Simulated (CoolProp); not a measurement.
Computed with CoolProp (reference Helmholtz-energy equation of state, Rui 2013).

Task: For R236EA, give the phase and the cv (kJ/(kg K)), isothermal compressibility (1/MPa) at 251.5 K and 1060 kPa.

Result: 
- 251.5 K and 1060 kPa: liquid; cv 0.866, isothermal compressibility 0.00145
